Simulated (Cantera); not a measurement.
A perfectly stirred reactor is fed with 3.57 % H₂, 96.4 % O₂, equivalence ratio 0.018, at 10.00 Torr; it is held at 1425 K, and followed from long to short residence time.

Computed with Cantera and the H2/O2 subset of GRI-Mech 3.0, which has no nitrogen chemistry. Radical loss at walls, strong at low pressure, is not modelled. The temperature is held fixed by assumption; the heat of reaction is taken as removed at once.

x: mole fraction; the columns are a selection and need not sum to one.

```csv
τ (s),x H₂,x O₂,x H,x O,x H₂O
5.1,[?],0.961,6.33e-5,0.00208,0.0355
1.9,[?],0.959,0.000160,0.00387,0.0352
0.70,[?],0.955,0.000384,0.00695,0.0346
0.26,[?],0.950,0.000823,0.0115,0.0339
0.096,[?],0.944,0.00150,0.0171,0.0329
0.036,[?],0.939,0.00221,0.0220,0.0320
0.013,[?],0.936,0.00279,0.0247,0.0310
0.0049,[?],0.935,0.00321,0.0250,0.0298
```

Some entries are withheld; supply them.


- 5.1, x H₂: 4.47e-5
- 1.9, x H₂: 8.17e-5
- 0.70, x H₂: 0.000145
- 0.26, x H₂: 0.000243
- 0.096, x H₂: 0.000380
- 0.036, x H₂: 0.000567
- 0.013, x H₂: 0.000913
- 0.0049, x H₂: 0.00167
